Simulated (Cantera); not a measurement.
# Premixed flame

A freely propagating, adiabatic, planar premixed flame of H2 : O2 : N2 = 0.77 : 0.167 : 0.627 (molar parts), unburnt at 598 K and 0.120 bar; mixture-averaged transport, grid criteria slope 0.08 and curve 0.16, no radiation.

Detailed kinetics in Cantera: the H2/O2 subset of GRI-Mech 3.0, which has no nitrogen chemistry. Burning velocities carry a grid error of a few per cent, more on coarse grids.

```json
[
 {"z (mm)": "-21.6", "T (K)": "598", "u (m/s)": "6.59", "x H2": "0.492", "x O2": "0.107", "x O": "<1e-8", "x H2O": "<1e-8", "x H2O2": "<1e-8", "x H": "<1e-8"},
 {"z (mm)": "-14.4", "T (K)": "598", "u (m/s)": "6.59", "x H2": "0.492", "x O2": "0.107", "x O": "<1e-8", "x H2O": "<1e-8", "x H2O2": "<1e-8", "x H": "<1e-8"},
 {"z (mm)": "-10.8", "T (K)": "598", "u (m/s)": "6.59", "x H2": "0.492", "x O2": "0.107", "x O": "<1e-8", "x H2O": "<1e-8", "x H2O2": "<1e-8", "x H": "<1e-8"},
 {"z (mm)": "-7.19", "T (K)": "598", "u (m/s)": "6.59", "x H2": "0.492", "x O2": "0.107", "x O": "<1e-8", "x H2O": "7.50e-8", "x H2O2": "<1e-8", "x H": "7.76e-7"},
 {"z (mm)": "-3.59", "T (K)": "610", "u (m/s)": "6.71", "x H2": "0.490", "x O2": "0.107", "x O": "1.09e-5", "x H2O": "0.000818", "x H2O2": "3.23e-7", "x H": "0.000717"},
 {"z (mm)": "-1.80", "T (K)": "731", "u (m/s)": "7.95", "x H2": "0.466", "x O2": "0.103", "x O": "0.000230", "x H2O": "0.0120", "x H2O2": "2.19e-7", "x H": "0.0129"},
 {"z (mm)": "0", "T (K)": "1077", "u (m/s)": "11.4", "x H2": "0.328", "x O2": "0.0567", "x O": "0.00363", "x H2O": "0.108", "x H2O2": "1.52e-7", "x H": "0.0875"},
 {"z (mm)": "1.80", "T (K)": "1303", "u (m/s)": "13.8", "x H2": "0.232", "x O2": "0.00454", "x O": "0.00186", "x H2O": "0.211", "x H2O2": "7.38e-8", "x H": "0.131"},
 {"z (mm)": "3.59", "T (K)": "1385", "u (m/s)": "14.6", "x H2": "0.231", "x O2": "0.000671", "x O": "0.00115", "x H2O": "0.220", "x H2O2": "6.46e-8", "x H": "0.125"},
 {"z (mm)": "7.19", "T (K)": "1481", "u (m/s)": "15.5", "x H2": "0.240", "x O2": "0.000481", "x O": "0.00112", "x H2O": "0.221", "x H2O2": "6.60e-8", "x H": "0.112"},
 {"z (mm)": "14.4", "T (K)": "1595", "u (m/s)": "16.5", "x H2": "0.250", "x O2": "0.000418", "x O": "0.00103", "x H2O": "0.223", "x H2O2": "5.60e-8", "x H": "0.0953"},
 {"z (mm)": "28.8", "T (K)": "1716", "u (m/s)": "17.6", "x H2": "0.262", "x O2": "0.000323", "x O": "0.000838", "x H2O": "0.225", "x H2O2": "3.77e-8", "x H": "0.0773"},
 {"z (mm)": "57.5", "T (K)": "1833", "u (m/s)": "18.6", "x H2": "0.273", "x O2": "0.000219", "x O": "0.000597", "x H2O": "0.228", "x H2O2": "2.18e-8", "x H": "0.0600"}
]
```
x: mole fraction of selected species; z is measured from the peak of heat release.

The laminar burning velocity is 659 cm/s. The thermal thickness comes out as 7.19 mm and the peak x(O) is 0.00401. The peak x(H2O2) is 3.80e-7 and the peak x(H) is 0.131. The grid points is 145.
